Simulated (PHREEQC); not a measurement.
Solution (25 °C): 0.0015 mol/kgw ZnCl2, 0.00073 mol/kgw NaCl and 0.00035 mol/kgw MnSO4. Closed to the air; pH follows from the charge balance.

The numbers come from PHREEQC with the ion-association model, phreeqc.dat.

| quantity | before | after |
|---|---|---|
| pH | 5.95 | 5.67 |
| Zn+2 (mol/kgw) | 0.00144 | 0.00142 |
| ZnCl+ (mol/kgw) | 1.03e-5 | 2.30e-5 |
| MnCl+ (mol/kgw) | 3.68e-6 | 3.60e-6 |
| ZnOH+ (mol/kgw) | 1.10e-6 | 2.32e-6 |
| ZnOHCl (mol/kgw) | 1.04e-7 | 5.24e-8 |
| SI of Halite (NaCl) | -7.21 | -7.23 |

### Question
Which change was made?
(A) MnSO4 replaced by Mn(NO3)2 at the same molality
(B) temperature from 25 to 45 °C
(C) ZnCl2 from 0.0015 to 0.015 mol/kgw

### Answer
B, temperature from 25 to 45 °C

This is a speciation only: nothing precipitates in the calculation. At this temperature some constants are extrapolated from 25 °C, and those without enthalpy data are left unchanged.
